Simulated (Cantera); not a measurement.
A closed system holds: 1 mol MgSO4, 0.082 mol C, 0.21 mol H2O, at 12.0 mbar.

Equilibrium computed with Cantera from the NASA thermochemical tables; the gas is ideal and each condensed phase is pure. Candidate condensed phases: C, C6H6, C7H8, C8H18, H2O, H2SO4, Mg, MgCO3, MgO, Mg(OH)2, MgS, MgSO4, S; 130 gas species. Equilibrium is a limit: real reactors are often held back by kinetics, nucleation or transport. All values below are at 1527 °C.

Base state: SO2 0.584, O2 0.243, H2O 0.121, CO2 0.0477, OH 0.00238, O 0.000548, SO3 0.000332, SO 0.000214 (mole fractions); condensed: MgO(s).

Task: What changes in the equilibrium state with this change: pressure from 12.0 mbar to 0.133 bar?

Result: 
```csv
species,before,after
SO2,0.584,0.584
O2,0.243,0.244
H2O,0.121,0.122
OH,0.00238,0.00131
SO3,0.000332,0.00111
CO2,0.0477,0.0479
H,3.59e-5,5.92e-6
SO,0.000214,6.42e-5
O,0.000548,0.000164
"MgO(s), mol",1.000,1.000
```
